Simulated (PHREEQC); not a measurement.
# Acid mine or pickling water

Model water analysis in mg/L, 20 °C, pH 2.28, pe 8.2:

| constituent | mg/L |
|---|---|
| Na | 116 |
| K | 3 |
| Ca | 225 |
| Mg | 74.8 |
| Cl | 280 |
| S(6) as SO4 | 1260 |
| N(5) as NO3 | 25.7 |
| Br | 0.683 |
| Cu(2) | 0.188 |
| Li | 0.272 |

Valence states are taken as typed.

Computed with PHREEQC (ion-association model, wateq4f.dat).

Each row changes one thing in this solution. Precipitation was switched off in this run.

```
case                                             ionic strength (mol/kgw)  SO4-2 (mol/kgw)  Ca+2 (mol/kgw)  HSO4- (mol/kgw)  Mg+2 (mol/kgw)  CaSO4 (mol/kgw)  SI of Gypsum (CaSO4:2H2O)  SI of Halite (NaCl)
-----------------------------------------------  ------------------------  ---------------  --------------  ---------------  --------------  ---------------  -------------------------  -------------------
as made                                                            0.0398          0.00826         0.00401          0.00224         0.00216          0.00156                      -0.50                -6.14
all concentrations times 3 at the same typed pH                     0.104              ___          0.0103          0.00511         0.00544          0.00642                      +0.12                  ___
Cl from 280 to 560 mg/L                                            0.0441              ___         0.00406          0.00222         0.00219              ___                      -0.52                -5.84
Br from 0.683 to 0.342 mg/L                                        0.0398          0.00826         0.00401          0.00224         0.00216          0.00156                      -0.50                -6.14
```

Task: What belongs in the gaps?

Result: 
- all concentrations times 3 at the same typed pH, SO4-2 (mol/kgw): 0.0233
- all concentrations times 3 at the same typed pH, SI of Halite (NaCl): -5.25
- Cl from 280 to 560 mg/L, SO4-2 (mol/kgw): 0.00836
- Cl from 280 to 560 mg/L, CaSO4 (mol/kgw): 0.00151

Some of these states are supersaturated (in Gypsum, for instance).
